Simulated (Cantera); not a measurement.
Charge: 1 mol Si, 3.8 mol NF₃, 0.52 mol N₂, at 1423 K and 13.3 mbar.

Cantera equilibrium calculation (NASA polynomials, part measured and part estimated; ideal gas, pure solids and liquids). Candidate condensed phases: Si, Si₃N₄; 16 gas species. Kinetics and transport are ignored.

Base state: F 0.682, N₂ 0.224, SiF₄ 0.0926, F₂ 0.00172 (mole fractions); condensed: gas only.

### Question
What changes in the equilibrium state with this change: temperature from 1423 K to 625 K?

### Answer
```tsv
species	before	after
NF₃	1.92e-9	0.472
N₂	0.224	0.264
SiF₄	0.0926	0.207
F	0.682	0.000556
F₂	0.00172	0.0568
```
